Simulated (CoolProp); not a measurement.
A single-stage vapour-compression cycle with propane: evaporating at 256.15 K (dew point), condensing at 302.15 K (bubble point), superheat 8 K, subcooling 8 K, compressor efficiency 0.85, no pressure losses. Each further row changes one setting.

Model: reference Helmholtz-energy equation of state, Lemmon 2009, in CoolProp.

```tsv
case	cooling COP	pressure ratio	discharge temperature (K)	refrigerating effect (kJ/kg)	volumetric capacity (kJ/m³)
as stated	4.05	3.87	322.5	314	1840
evaporating temperature 261.15 K	4.72	3.26	320.6	320	2200
condensing temperature 297.15 K	4.66	(withheld)	(withheld)	327	1920
subcooling 13 K	4.22	3.87	322.5	327	1920
superheat 18 K	4.06	3.87	(withheld)	330	1850
compressor efficiency 0.75	3.57	3.87	(withheld)	314	1840
```

Question: Complete the blanks.

Answer: 
- condensing temperature 297.15 K, pressure ratio: 3.41
- condensing temperature 297.15 K, discharge temperature (K): 316.7
- superheat 18 K, discharge temperature (K): 332.4
- compressor efficiency 0.75, discharge temperature (K): 327.6
